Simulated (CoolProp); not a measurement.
Model: reference Helmholtz-energy equation of state, Span 2003, in CoolProp. It is a short technical equation, of lower accuracy than the large ones.

Question: Give the vapour pressure (MPa), vapour density (kg/m³), liquid cp (kJ/(kg K)) of saturated n-heptane at 320.9, 339.4 K.

Answer: 
```json
[
 {"T (K)": "320.9", "p (MPa)": "0.0172", "vapour density (kg/m³)": "0.656", "liquid cp (kJ/(kg K))": "2.33"},
 {"T (K)": "339.4", "p (MPa)": "0.0354", "vapour density (kg/m³)": "1.29", "liquid cp (kJ/(kg K))": "2.41"}
]
```
